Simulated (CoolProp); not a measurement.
Saturation properties of isohexane.

Model: reference Helmholtz-energy equation of state, Lemmon 2006, in CoolProp. It is a short technical equation, of lower accuracy than the large ones.

```tsv
T (°C)	p (bar)	vapour density (kg/m³)	enthalpy of vaporisation (kJ/kg)	liquid cp (kJ/(kg K))	surface tension (mN/m)
98.85	2.999	9.312	292.2	2.626	9.72
104.15	3.413	10.56	287.4	2.658	9.23
109.55	3.878	11.97	282.5	2.691	8.74
114.85	4.379	13.50	277.4	2.725	8.26
120.15	4.927	15.19	272.2	2.760	7.78
125.55	5.537	17.08	266.6	2.797	7.31
130.85	6.189	19.14	261.0	2.835	6.84
136.15	6.897	21.40	255.1	2.875	6.38
141.55	7.679	23.94	248.9	2.917	5.92
146.85	8.508	26.70	242.4	2.962	5.47
152.25	9.420	29.81	235.6	3.010	5.02
157.55	10.38	33.19	228.5	3.061	4.58
162.85	11.42	36.95	221.1	3.118	4.15
168.25	12.56	41.22	213.0	3.181	3.72
```

It boils at 60.2 °C under 1 atm.

Surface tension comes from a separate correlation (Mulero 2012).
